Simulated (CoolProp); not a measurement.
The numbers come from the reference Helmholtz-energy equation of state, Lemmon 2006 in CoolProp. It is a short technical equation, of lower accuracy than the large ones.

**Question.** For carbonyl sulfide, give the phase and the density (kg/m³), cv (kJ/(kg K)), speed of sound (m/s), expansivity (1/kK) at 620 K and 7.16 MPa.

**Answer.** 
- 620 K and 7.16 MPa: supercritical; density 89.2, cv 0.735, speed of sound 312, expansivity 2.12
